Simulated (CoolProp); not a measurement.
Vapour-liquid equilibrium of carbon dioxide (1) + propane (2) at -7.15 °C; x and y are mole fractions of (1).

Model: multi-fluid Helmholtz-energy mixture model, Span 1996 and Lemmon 2009; pair parameters Kunz 2012, in CoolProp.

| x | bubble pressure (MPa) | y at the bubble point | dew pressure at overall composition x (MPa) | liquid density (mol/L) |
|---|---|---|---|---|
| 0.05 | 0.5843 | 0.352 | 0.3992 | 12.43 |
| 0.15 | 0.9980 | 0.629 | 0.4465 | 12.92 |
| 0.25 | 1.376 | 0.740 | 0.5058 | 13.44 |
| 0.35 | 1.689 | 0.796 | 0.5825 | 14.00 |
| 0.45 | 1.936 | 0.831 | 0.6854 | 14.62 |
| 0.55 | 2.132 | 0.855 | 0.8309 | 15.34 |
| 0.65 | 2.299 | 0.877 | 1.052 | 16.21 |
| 0.75 | 2.458 | 0.901 | 1.426 | 17.31 |
| 0.85 | 2.620 | 0.930 | 2.090 | 18.75 |
| 0.95 | 2.788 | 0.972 | 2.707 | 20.73 |

No azeotrope shows between x = 0.05 and 0.95.

The pair parameters rest on a limited set of measurements; away from them the model extrapolates.
